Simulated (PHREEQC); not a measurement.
1 kg of water holding 0.45 mol/kgw Na2SO4 and 0.01 mol/kgw NaHCO3 is evaporated at 20 °C; the solids stay in contact with the brine. CO2 is held at log p = -3.4 (atm). The run lets Burkeite, Mirabilite, Nahcolite, Natron, Thenardite, Trona precipitate or redissolve, and no other solid.

Model: Pitzer model, pitzer.dat, run in PHREEQC.

Predict ionic strength, C in solution (mol/kgw), Na in solution (mol/kgw), S in solution (mol/kgw) at water left (kg) = 1, 0.5552, 0.4563, 0.3751.


```json
[
 {"water left (kg)": "1", "ionic strength": "1.36", "C in solution (mol/kgw)": "0.00898", "Na in solution (mol/kgw)": "0.910", "S in solution (mol/kgw)": "0.450"},
 {"water left (kg)": "0.5552", "ionic strength": "2.45", "C in solution (mol/kgw)": "0.0154", "Na in solution (mol/kgw)": "1.64", "S in solution (mol/kgw)": "0.810"},
 {"water left (kg)": "0.4563", "ionic strength": "2.98", "C in solution (mol/kgw)": "0.0184", "Na in solution (mol/kgw)": "1.99", "S in solution (mol/kgw)": "0.986"},
 {"water left (kg)": "0.3751", "ionic strength": "3.63", "C in solution (mol/kgw)": "0.0219", "Na in solution (mol/kgw)": "2.43", "S in solution (mol/kgw)": "1.20"}
]
```
